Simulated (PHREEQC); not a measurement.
0.9 g of hydrous ferric oxide (600 m²/g; 0.2 weak and 0.005 strong sites per Fe, Dzombak-Morel constants, diffuse double layer) in 1 kg of water with 0.005 mol/kgw of an inert sodium salt and 0.00013 mol ZnSO4, 0.0012 mol NaH2PO4 and 1.4e-05 mol CaCl2, at 25 °C; the pH is set by adding NaOH or the inert anion's acid. O2 is buffered at 0.21 atm. The system is closed to CO2. Precipitation was switched off in this run.

Base run: PHREEQC, ion-association model, wateq4f.dat. Each further column changes one thing. The table gives P sorbed (%).

| pH | base | no electrostatic term (-no_edl) | background salt from 0.005 to 0.0005 mol/kgw | oxide from 0.9 to 4.5 g/kgw |
|---|---|---|---|---|
| 4 | 99.9 | ___ | 99.9 | 100.0 |
| 4.5 | 99.9 | ___ | 99.9 | 100.0 |
| 5.5 | 99.5 | 96.7 | 99.6 | 100.0 |
| 6 | 98.8 | 97.7 | 98.9 | 100.0 |
| 6.5 | 96.8 | ___ | 96.9 | 100.0 |
| 7.5 | 84.6 | 99.3 | 84.5 | 100.0 |
| 8 | 72.8 | 99.2 | 72.8 | ___ |
| 8.5 | 56.8 | ___ | 56.7 | 98.7 |
| 9.5 | 21.6 | ___ | 21.1 | 65.4 |
| 10 | 9.0 | 91.4 | 8.5 | 30.5 |
| 10.5 | 2.3 | 80.4 | 2.0 | 8.4 |
| 11.5 | 0.1 | ___ | 0.1 | 0.3 |
| 12 | 0.0 | 9.9 | 0.0 | 0.1 |

Q: Some entries are withheld; supply them.

A: 
- 4, no electrostatic term (-no_edl): 95.7
- 4.5, no electrostatic term (-no_edl): 95.8
- 6.5, no electrostatic term (-no_edl): 98.6
- 8, oxide from 0.9 to 4.5 g/kgw: 99.8
- 8.5, no electrostatic term (-no_edl): 99.0
- 9.5, no electrostatic term (-no_edl): 96.4
- 11.5, no electrostatic term (-no_edl): 33.7

H3PO4, which wateq4f.dat lacks, is added to it with the constant of phreeqc.dat. The database has no phosphate complexes of Zn. In at least one series the solution becomes supersaturated in solids that the run did not let form, among them Hydroxyapatite, Zn(OH)2-a.
